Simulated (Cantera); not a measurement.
Feed: 1 mol Cu, 9.1 mol HF, 0.22 mol N2, at 575 °C and 10000 Pa.

Method: chemical equilibrium by Gibbs-energy minimisation in Cantera with the NASA 1993 tables (ideal gas, pure condensed phases). Candidate condensed phases: Cu, CuF2; 25 gas species. Kinetics and transport are ignored.

### Question
What is the equilibrium state?

### Answer
| Property | Value |
|---|---|
| x(HF) | 0.976 |
| x(N2) | 0.0236 |
| x(H2F2) | 7.06e-6 |
| n(Cu(s)) | 1.00 mol |
| gas amount | 9.320 mol |
| log10 activity of CuF2(s) (absent) | -2.37 |
